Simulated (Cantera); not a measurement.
What does this Cantera script print?

```python
import numpy as np
import cantera as ct

gas_names = [...]  # 95 gases of nasa_gas.yaml made of C, F, H
cond_names = """
    C(gr) C6H6(L) C7H8(L) C8H18(L),n-octa
""".split()


# ... load() reads the species with a 1 bar reference pressure and builds the phases ...
atoms = {
    'C2F6': {'C': 2, 'F': 6},
    'H2': {'H': 2},
    'CH4': {'C': 1, 'H': 4},
}
top_T = {'C(gr)': 4500}  # K; cautious upper limits of use, not melting points


# ... equilibrate(T, P, feed) seeds the gas with the atoms and calls Mixture.equilibrate('TP', solver="vcs", rtol=1e-11, max_steps=5000) ...
results = []
feed = {'C2F6': 1, 'H2': 0.3, 'CH4': 1.7}  # mol
P = 11000  # Pa
for T in [2323, 2423, 2523, 2623, 2723, 2823, 2923, 3023, 3123, 3223, 3323]:
    mix = equilibrate(T, P, feed)
    results.append((T, P, feed, dict(zip(mix.species_names, mix.species_moles))))

top = {s: max(r[3][s] / sum(r[3][g] for g in gas_names) for r in results) for s in gas_names}
cols = sorted((s for s in top if top[s] > 1e-06), key=lambda s: -top[s])[:9]
seen = [c for c in cond_names if any(r[3].get(c, 0) > 1e-12 for r in results)]
print("log10 of partial pressures in bar; condensed amounts in mol")
print(f"{'T/K':>10s}" + "".join(f"{s[:9]:>10s}" for s in cols + seen))
for T, P, feed, n in results:
    ng = sum(n[g] for g in gas_names)
    print(f"{T:10.4g}" + "".join(f"{np.log10(max(n[s] / ng * P / 1e5, 1e-99)):10.3f}" for s in cols)
          + "".join(f"{n.get(c, 0):10.4g}" for c in seen))
```

Output:

```
log10 of partial pressures in bar; condensed amounts in mol
       T/K        HF         H        H2        C3         F        CF         C        C2       C2H     C(gr)
      2323    -1.009    -2.946    -1.966    -7.594    -4.884    -6.626    -7.917    -8.644    -6.581     3.693
      2423    -1.010    -2.742    -1.982    -6.841    -4.540    -6.133    -7.253    -7.883    -6.071      3.69
      2523    -1.012    -2.559    -2.005    -6.150    -4.220    -5.676    -6.643    -7.183    -5.606     3.685
      2623    -1.015    -2.395    -2.038    -5.513    -3.919    -5.249    -6.079    -6.538    -5.182     3.678
      2723    -1.020    -2.249    -2.083    -4.924    -3.635    -4.849    -5.557    -5.941    -4.797     3.667
      2823    -1.025    -2.122    -2.140    -4.379    -3.364    -4.471    -5.073    -5.387    -4.448      3.65
      2923    -1.033    -2.013    -2.211    -3.872    -3.105    -4.113    -4.622    -4.872    -4.133     3.614
      3023    -1.044    -1.919    -2.296    -3.400    -2.858    -3.774    -4.201    -4.391    -3.847     3.532
      3123    -1.062    -1.839    -2.391    -2.960    -2.626    -3.457    -3.807    -3.942    -3.588      3.33
      3223    -1.092    -1.772    -2.494    -2.548    -2.414    -3.165    -3.438    -3.522    -3.353     2.826
      3323    -1.147    -1.718    -2.612    -2.162    -2.232    -2.908    -3.092    -3.127    -3.143     1.539
```

Cantera equilibrium calculation (NASA polynomials, part measured and part estimated; ideal gas, pure solids and liquids). The feed counts by its element totals alone.
